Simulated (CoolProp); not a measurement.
Vapour-liquid equilibrium of carbon dioxide (1) + R143a (2) at -17.45 °C; x and y are mole fractions of (1).

Computed with CoolProp (multi-fluid Helmholtz-energy mixture model, Span 1996 and Lemmon and Jacobsen 2000; pair parameters Bell 2016).

| x | bubble pressure, mixture model (MPa) | bubble pressure, Raoult's law (MPa) | y, mixture model | y, Raoult's law |
|---|---|---|---|---|
| 0.05 | … | 0.4351 | 0.195 | 0.245 |
| 0.125 | 0.5405 | 0.5688 | 0.412 | 0.468 |
| 0.2 | 0.6783 | 0.7025 | 0.561 | 0.606 |
| 0.275 | … | 0.8363 | 0.664 | 0.700 |
| 0.35 | 0.9724 | 0.9700 | 0.737 | 0.768 |
| 0.425 | 1.118 | 1.104 | … | 0.820 |
| 0.5 | 1.259 | 1.237 | 0.831 | 0.860 |
| 0.575 | 1.395 | 1.371 | 0.864 | 0.893 |
| 0.65 | 1.524 | 1.505 | 0.891 | 0.920 |
| 0.725 | 1.651 | 1.639 | 0.915 | 0.942 |
| 0.8 | 1.776 | 1.772 | 0.938 | 0.961 |
| 0.875 | 1.904 | 1.906 | 0.960 | 0.977 |
| 0.95 | 2.036 | 2.040 | 0.984 | 0.992 |

Q: What belongs in the gaps?

A: 
- 0.05, bubble pressure, mixture model (MPa): 0.4171
- 0.275, bubble pressure, mixture model (MPa): 0.8242
- 0.425, y, mixture model: 0.790

The largest gap from Raoult's law is -5.0 % in bubble pressure, at x = 0.125. No azeotrope shows between x = 0.05 and 0.95.

Pair parameters are fitted to limited data, so mixtures are less certain than the pure fluids. The gap from Raoult's law changes sign with composition, which may be real or a fault of the pair parameters; it wasn't checked against measurements.
